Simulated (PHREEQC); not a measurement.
**Brine: an equilibrium model**

Solution (40 °C): 1.43 mol/kgw Na2SO4 and 0.0065 mol/kgw K2SO4. Closed to the air; pH follows from the charge balance.

The numbers come from PHREEQC with the Pitzer model, pitzer.dat.

This is a speciation only: nothing precipitates in the calculation.

### Question
What activity of water, density does the model give?

### Answer
activity of water 0.951; density 1.150 g/cm³.

Constants without temperature data keep their 25 °C values here.
